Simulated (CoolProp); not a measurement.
Vapour-liquid equilibrium of CHF3 (R23) (1) + sulfur hexafluoride (2) at 7.89 bar; x and y are mole fractions of (1).

Model: multi-fluid Helmholtz-energy mixture model, Penoncello 2003 and Guder 2009; pair parameters Bell 2016, in CoolProp.

| x | bubble temperature, mixture model (K) | bubble temperature, Raoult's law (K) | y, mixture model | y, Raoult's law |
|---|---|---|---|---|
| 0.05 | 251.7 | 255.8 | 0.180 | 0.096 |
| 0.15 | 244.6 | 252.9 | 0.387 | 0.263 |
| 0.25 | 240.8 | 250.3 | 0.495 | 0.404 |
| 0.35 | 238.5 | 247.9 | 0.564 | 0.523 |
| 0.45 | 237.1 | 245.7 | 0.616 | 0.625 |
| 0.55 | 236.1 | 243.6 | 0.663 | 0.714 |
| 0.65 | 235.5 | 241.8 | 0.711 | 0.792 |
| 0.75 | 235.1 | 240.0 | 0.768 | 0.860 |
| 0.85 | 235.1 | 238.4 | 0.839 | 0.921 |
| 0.95 | 235.6 | 236.9 | 0.936 | 0.975 |

The largest gap from Raoult's law is -9.5 K in bubble temperature, at x = 0.25. y crosses x between x = 0.75 and 0.85: the model has an azeotrope there.

Pair parameters are fitted to limited data, so mixtures are less certain than the pure fluids.
